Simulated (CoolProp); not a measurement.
Vapour-liquid equilibrium of propylene (1) + propane (2) at 6.4 bar; x and y are mole fractions of (1).

Computed with CoolProp (multi-fluid Helmholtz-energy mixture model, Lemmon 2013 and Lemmon 2009; pair parameters Bell 2016).

| x | bubble temperature, mixture model (K) | bubble temperature, Raoult's law (K) | y, mixture model | y, Raoult's law |
|---|---|---|---|---|
| 0.05 | 282.8 | 282.9 | 0.062 | 0.060 |
| 0.15 | 281.7 | 282.2 | 0.181 | 0.178 |
| 0.25 | 280.8 | 281.4 | 0.291 | 0.290 |
| 0.35 | 280.0 | 280.7 | 0.396 | 0.397 |
| 0.45 | 279.2 | 280.0 | 0.495 | 0.501 |
| 0.55 | 278.5 | 279.3 | 0.591 | 0.600 |
| 0.65 | 277.9 | 278.6 | 0.684 | 0.695 |
| 0.75 | 277.3 | 277.9 | 0.775 | 0.786 |
| 0.85 | 276.9 | 277.2 | 0.865 | 0.874 |
| 0.95 | 276.4 | 276.6 | 0.955 | 0.959 |

The largest gap from Raoult's law is -0.8 K in bubble temperature, at x = 0.45. No azeotrope shows between x = 0.05 and 0.95.

Pair parameters are fitted to limited data, so mixtures are less certain than the pure fluids.
